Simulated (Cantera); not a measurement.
Charge: 1 mol SiCl₄, a varied amount of H₂, at 1750 K and 5500 Pa.

These are equilibrium values from Cantera (NASA tables, ideal gas, pure condensed phases), not measurements of a reactor. Candidate condensed phases: Si; 19 gas species. The tables' values for SiCl are old estimates; treat these amounts as uncertain. Gases not in the tables: Si₂H₆ and higher silanes. Equilibrium is a limit: real reactors are often held back by kinetics, nucleation or transport.

### Question
At 250 mol H₂, list the 6 most abundant gas species with their mole fractions, and the condensed phases.

### Answer
H₂ 0.984, HCl 0.0144, H 0.000984, SiCl₂ 0.000703, Si 2.73e-5, SiH₂ 2.05e-5. Condensed: Si(l).
